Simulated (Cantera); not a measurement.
Equilibrium for halide evaporation, hydrolysis and transport: PbF₂ + N₂

Charge: 1 mol PbF₂, 0.9 mol N₂, at 800 K.

Equilibrium computed with Cantera from the NASA thermochemical tables; the gas is ideal and each condensed phase is pure. Candidate condensed phases: Pb, PbF₂; 12 gas species. The numbers say what is thermodynamically allowed, not how fast it happens.

| P (Pa) | log p N₂ | log p PbF₄ | log p PbF₂ | log p Pb | log p PbF | log p Pb₂ | n Pb(l) | n PbF₂(s) |
|---|---|---|---|---|---|---|---|---|
| 0.100 | -6.23 | -6.53 | -7.20 | -7.21 | -9.00 | -14.35 | 0.355 | 0 |
| 1.60 | -4.82 | -6.07 | -6.96 | -7.21 | -8.88 | -14.35 | 0.0479 | 0.890 |
| 25 | -3.60 | -6.07 | -6.96 | -7.21 | -8.88 | -14.35 | 0.00288 | 0.993 |
| 400 | -2.40 | -6.07 | -6.96 | -7.21 | -8.88 | -14.35 | 0.000179 | 1.000 |
| 6300 | -1.20 | -6.07 | -6.96 | -7.21 | -8.88 | <-13 | 0 | 1.000 |
| 100000 | 0.00 | -6.07 | -6.96 | -7.21 | -8.88 | <-12 | 0 | 1.000 |
log p: log10 of the partial pressure in bar; n: condensed amount in mol.

At 0.000750 Torr the condensed part is Pb(l). From 0.0120 Torr to 3.00 Torr the condensed part is Pb(l) + PbF₂(s). From 47.3 Torr to 750 Torr the condensed part is PbF₂(s). The main Pb-bearing gas is PbF₄ throughout.
